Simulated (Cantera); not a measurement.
A perfectly stirred reactor is fed with 13.6 % CH4, 18.1 % O2, 68.3 % N2, equivalence ratio 1.5, at 67000 Pa; it is adiabatic with a 823 K inlet, and is followed from long to short residence time, starting on the burning branch (τ in s: 0.027, 0.014, 0.007, 0.0035, 0.0018, 0.0009, 0.00046, 0.00023, 0.00012, 5.9e-05).

Detailed kinetics in Cantera: GRI-Mech 3.0 (53 species, 325 reactions).

One state of this run: T (K) = 2208; x CH4 = 0.000598; x O2 = 0.00215; x C2H6 = 1.38e-7; x C2H2 = 0.000137; x CH2O = 3.71e-5; x NO2 = 3.95e-9; x OH = 0.00238. x: mole fraction; the columns are a selection and need not sum to one.

Task: Which value of τ (s) does it belong to?
(A) 0.027
(B) 0.014
(C) 0.00090
(D) 0.0070

Result: C, 0.00090
